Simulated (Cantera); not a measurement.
Cantera run:

```python
import numpy as np
import cantera as ct

gas_names = [...]  # 113 gases of nasa_gas.yaml made of C, H, O, Pb
cond_names = """
    C(gr) C6H6(L) C7H8(L) C8H18(L),n-octa H2O(s) H2O(L) Pb(cr) Pb(L) PbO(rd) PbO(yw) PbO(L) PbO2(s)
    Pb3O4(s)
""".split()


# ... load() reads the species with a 1 bar reference pressure and builds the phases ...
atoms = {
    'PbO': {'Pb': 1, 'O': 1},
    'CO': {'C': 1, 'O': 1},
    'H2': {'H': 2},
}
top_T = {'C(gr)': 4500, 'Pb3O4(s)': 820}  # K; cautious upper limits of use, not melting points


# ... equilibrate(T, P, feed) seeds the gas with the atoms and calls Mixture.equilibrate('TP', solver="vcs", rtol=1e-11, max_steps=5000) ...
results = []
feed = {'PbO': 1, 'CO': 0.61, 'H2': 4.4}  # mol
P = 1000  # Pa
for T in [2125, 2150, 2175, 2200, 2225, 2250, 2275, 2300, 2325, 2350, 2375, 2400, 2425]:
    mix = equilibrate(T, P, feed)
    results.append((T, P, feed, dict(zip(mix.species_names, mix.species_moles))))

top = {s: max(r[3][s] / sum(r[3][g] for g in gas_names) for r in results) for s in gas_names}
cols = sorted((s for s in top if top[s] > 1e-05), key=lambda s: -top[s])[:8]
seen = [c for c in cond_names if any(r[3].get(c, 0) > 1e-12 for r in results)]
print("log10 of partial pressures in bar; condensed amounts in mol")
print(f"{'T/K':>10s}" + "".join(f"{s[:9]:>10s}" for s in cols + seen))
for T, P, feed, n in results:
    ng = sum(n[g] for g in gas_names)
    print(f"{T:10.4g}" + "".join(f"{np.log10(max(n[s] / ng * P / 1e5, 1e-99)):10.3f}" for s in cols)
          + "".join(f"{n.get(c, 0):10.4g}" for c in seen))
```

Result:

```
log10 of partial pressures in bar; condensed amounts in mol
       T/K        H2        Pb       H2O         H        CO        OH       CO2         O
      2125    -2.259    -2.786    -2.803    -3.570    -3.024    -5.020    -4.269    -6.480
      2150    -2.262    -2.787    -2.805    -3.506    -3.024    -4.938    -4.276    -6.334
      2175    -2.265    -2.788    -2.806    -3.444    -3.025    -4.857    -4.283    -6.191
      2200    -2.268    -2.789    -2.808    -3.383    -3.026    -4.779    -4.289    -6.051
      2225    -2.272    -2.791    -2.811    -3.325    -3.027    -4.702    -4.296    -5.914
      2250    -2.276    -2.793    -2.814    -3.267    -3.029    -4.628    -4.302    -5.780
      2275    -2.281    -2.795    -2.817    -3.212    -3.030    -4.555    -4.308    -5.649
      2300    -2.286    -2.797    -2.820    -3.157    -3.032    -4.484    -4.315    -5.521
      2325    -2.292    -2.799    -2.825    -3.105    -3.034    -4.415    -4.321    -5.396
      2350    -2.298    -2.802    -2.830    -3.053    -3.036    -4.348    -4.328    -5.273
      2375    -2.305    -2.804    -2.835    -3.003    -3.039    -4.283    -4.334    -5.153
      2400    -2.313    -2.807    -2.842    -2.955    -3.041    -4.219    -4.341    -5.035
      2425    -2.322    -2.811    -2.849    -2.908    -3.045    -4.157    -4.348    -4.920
```

Method: chemical equilibrium by Gibbs-energy minimisation in Cantera with the NASA 1993 tables (ideal gas, pure condensed phases).
